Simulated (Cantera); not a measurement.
Standard-state values (1 bar) from the NASA 1993 polynomials, evaluated with Cantera. Values are per mole of reaction as written; species without (g) are pure solids or liquids, kept so even where they would boil at 1 bar.

S + 2 PbF2 → SF4(g) + 2 Pb(g)

```tsv
T (K)	ΔH° (kJ)	ΔS° (J/K)	ΔG° (kJ)	log10 K	condensed phases
300	(withheld)	(withheld)	(withheld)	(withheld)	S(s), PbF2(s)
400	974.1	372.8	825.0	-107.73	S(l), PbF2(s)
500	967.8	358.8	788.5	-82.37	S(l), PbF2(s)
600	958.1	341.3	753.3	-65.58	S(l), PbF2(s)
700	943.2	318.5	720.2	-53.74	S(l), PbF2(s)
800	929.2	299.7	689.4	-45.01	S(l), PbF2(s)
900	(withheld)	(withheld)	(withheld)	(withheld)	S(l), PbF2(s)
1000	913.5	282.0	631.5	-32.98	S(l), PbF2(s)
```

Q: Some entries are withheld; supply them.

A: 
- 300, ΔH° (kJ): 981.1
- 300, ΔS° (J/K): 392.1
- 300, ΔG° (kJ): 863.4
- 300, log10 K: -150.34
- 900, ΔH° (kJ): 920.4
- 900, ΔS° (J/K): 289.3
- 900, ΔG° (kJ): 660.0
- 900, log10 K: -38.31
